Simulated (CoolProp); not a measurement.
Oxygen along the isotherm 165.6 K: fugacity coefficient from the reference equation and from simpler models built on Tc = 154.6 K, pc = 50.46 bar, ω = 0.022; each cubic takes its own stable root.

Values from CoolProp's reference Helmholtz-energy equation of state, Schmidt 1985.

```
p (bar)          phase  reference  van der Waals  Redlich-Kwong  Soave-Redlich-Kwong  Peng-Robinson
-------  -------------  ---------  -------------  -------------  -------------------  -------------
0.399              gas     0.9979         0.9980         0.9978               0.9978         0.9975
0.673              gas     0.9964         0.9967         0.9963               0.9963         0.9958
1.14               gas     0.9939         0.9943         0.9937               0.9937         0.9929
1.92               gas     0.9897         0.9905         0.9894               0.9894         0.9881
3.24               gas     0.9827         0.9839         0.9822               0.9822         0.9799
5.46               gas     0.9708         0.9729         0.9700               0.9701         0.9663
9.22               gas     0.9509         0.9544         0.9496               0.9497         0.9435
15.6               gas     0.9174         0.9230         0.9153               0.9156         0.9056
26.2               gas     0.8624         0.8710         0.8594               0.8598         0.8444
44.3               gas     0.7698         0.7817         0.7662               0.7668         0.7444
74.8     supercritical     0.6110         0.6189         0.6101               0.6115         0.5846
126      supercritical     0.4391         0.4631         0.4467               0.4481         0.4209
```
